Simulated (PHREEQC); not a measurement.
Solution (35 °C): 0.01 mol/kgw KH2PO4 and 0.11 mol/kgw H2SO4. Closed to the air; pH follows from the charge balance.

Equilibrium calculation in PHREEQC: ion-association model, wateq4f.dat.

Each row changes one thing in this solution. Precipitation was switched off in this run.

| case | pH | ionic strength (mol/kgw) | HSO4- (mol/kgw) | SO4-2 (mol/kgw) |
|---|---|---|---|---|
| as made | 1.02 | 0.147 | 0.0915 | 0.0181 |
| KH2PO4 from 0.01 to 0.009 mol/kgw | 1.01 | 0.147 | 0.0916 | 0.0180 |
| diluted 2-fold with water | 1.27 | 0.0816 | 0.0418 | 0.0130 |
| temperature from 35 to 15 °C | 0.99 | 0.160 | (withheld) | 0.0245 |
| KH2PO4 left out | 0.99 | 0.144 | 0.0928 | (withheld) |
| temperature from 35 to 75 °C | 1.06 | 0.127 | 0.102 | 0.00803 |

Question: Fill in the missing entries.

Answer: 
- temperature from 35 to 15 °C, HSO4- (mol/kgw): 0.0850
- KH2PO4 left out, SO4-2 (mol/kgw): 0.0172

H3PO4, which wateq4f.dat lacks, is added to it with the constant of phreeqc.dat. Constants without temperature data keep their 25 °C values here.
